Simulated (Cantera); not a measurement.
Predominance diagram of Ta at 1075 K against the partial pressures of O2 and CO (log10, bar). Source: NASA polynomial tables (part measured, part estimated), evaluated in Cantera. Candidates: Ta(s), TaC(s), Ta2O5(s). Only these pure phases compete in this equilibrium. TaC: taken at fixed stoichiometry. Not in the tables: Ta2C.

```
log p(CO) \ log p(O2)
        columns: -31, -28.7, -26.4, -24.1, -21.9, -19.6, -17.3, -15, -12.7, -10.4, -8.1, -5.9, -3.6, -1.3, 1
      0  A A A A A B B A A A A A A A A
   -1.4  A A A A B B B B A A A A A A A
   -2.7  A A A B B B B B B A A A A A A
   -4.1  A A C B B B B B B B A A A A A
   -5.5  C C B B B B B B B B B B A A A
   -6.8  C C B B B B B B B B B B B A A
   -8.2  C C B B B B B B B B B B B B A
   -9.5  C B B B B B B B B B B B B B B
  -10.9  C B B B B B B B B B B B B B B
  -12.3  D B B B B B B B B B B B B B B
  -13.6  D B B B B B B B B B B B B B B
    -15  D B B B B B B B B B B B B B B
```

A: out of reach (another gas would pass 10 bar, or a non-metal would condense); B: Ta2O5(s); C: TaC(s); D: Ta(s).
